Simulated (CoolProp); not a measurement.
A simple Rankine cycle with R365MFC: condensing at 291.15 K, boiler at 1.93 MPa, turbine inlet 432.1 K, turbine efficiency 0.7, pump efficiency 0.6, no recuperator. Each further row changes one setting.

The numbers come from the reference Helmholtz-energy equation of state, Lemmon 2016 in CoolProp.

```
case                             thermal efficiency (%)  net work (kJ/kg)  heat in (kJ/kg)  turbine exit temperature (K)  volume ratio over the turbine
-------------------------------  ----------------------  ----------------  ---------------  ----------------------------  -----------------------------
as stated                                          15.2              48.5              320                         360.7                           58.7
turbine inlet 452.1 K                              15.1              53.2              352                         385.5                           52.9
condensing temperature 283.15 K                    16.1              53.2              331                         356.3                           82.8
boiler pressure 1.35 MPa                           14.3              47.7              335                         374.7                           34.9
turbine efficiency 0.6                             12.9              41.3              320                         367.3                           59.8
```
